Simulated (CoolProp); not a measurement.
Vapour-liquid equilibrium of hydrogen sulfide (1) + n-heptane (2) at 316.5 K; x and y are mole fractions of (1).

Computed with CoolProp (multi-fluid Helmholtz-energy mixture model, Lemmon 2006 and Span 2003; pair parameters Kunz 2012).

```
x     bubble pressure (MPa)  y at the bubble point  dew pressure at overall composition x (MPa)  liquid density (mol/L)
----  ---------------------  ---------------------  -------------------------------------------  ----------------------
0.05                 0.1905                  0.925                                      0.01503                   6.799
0.15                 0.5534                  0.974                                      0.01681                   7.250
0.25                 0.8991                  0.984                                      0.01907                   7.850
0.35                  1.212                  0.988                                      0.02202                   8.623
0.45                  1.494                  0.990                                      0.02603                   9.608
0.55                  1.758                  0.992                                      0.03182                   10.85
0.65                  2.018                  0.994                                      0.04091                   12.42
0.75                  2.284                  0.995                                      0.05728                   14.40
0.85                  2.568                  0.997                                      0.09555                   16.84
0.95                  2.889                  0.999                                       0.2884                   19.74
```

No azeotrope shows between x = 0.05 and 0.95.

The pair parameters rest on a limited set of measurements; away from them the model extrapolates. The gap from Raoult's law changes sign with composition, which may be real or a fault of the pair parameters; it wasn't checked against measurements.
